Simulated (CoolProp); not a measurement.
Properties of fluorine along the isobar 6.5 MPa (Tc = 144.4 K, pc = 5.240 MPa, ω = 0.045).

Model: reference Helmholtz-energy equation of state, de Reuck 1990, in CoolProp.

```csv
T (K),phase,density (kg/m³),cv (kJ/(kg K)),isothermal compressibility (1/MPa)
136.7,liquid,1052,0.7180,0.01926
150.8,supercritical,506.9,0.9033,0.6809
165,supercritical,269.1,0.6773,0.2467
179.1,supercritical,215.0,0.6412,0.2016
193.2,supercritical,184.6,0.6238,0.1836
207.3,supercritical,163.9,0.6134,0.1739
221.4,supercritical,148.5,0.6071,0.1680
235.5,supercritical,136.3,0.6039,0.1641
249.6,supercritical,126.3,0.6029,0.1614
263.7,supercritical,118.0,0.6037,0.1594
```
